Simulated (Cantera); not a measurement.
Feed: 1 mol SiO₂, 0.18 mol MgO, 8.9 mol O₂, equilibrated at 1698 K and 10000 Pa.

Cantera equilibrium calculation (NASA polynomials, part measured and part estimated; ideal gas, pure solids and liquids). Candidate condensed phases: Mg, MgO, MgSiO₃, Mg₂SiO₄, Si, SiO₂; 11 gas species. Mutual solubility and eutectic melting of coexisting phases are not modelled. The tables hold silica as quartz up to 1696 K and as liquid above; real silica turns to tridymite and cristobalite and melts near 1996 K. Condensed phases not in the tables: alloys, solid solutions and most ternary compounds. Equilibrium is a limit: real reactors are often held back by kinetics, nucleation or transport.

Problem. What is the equilibrium state?

Solution. 
```
Quantity                              Value
--------------------------------  ---------
x(O₂)                                 1.000
x(O)                               0.000138
n(MgSiO₃(s))                      0.180 mol
n(SiO₂(condensed))                0.820 mol
gas amount                        8.901 mol
log10 activity of Mg(l) (absent)     -13.17
log10 activity of Si(l) (absent)     -17.74
```
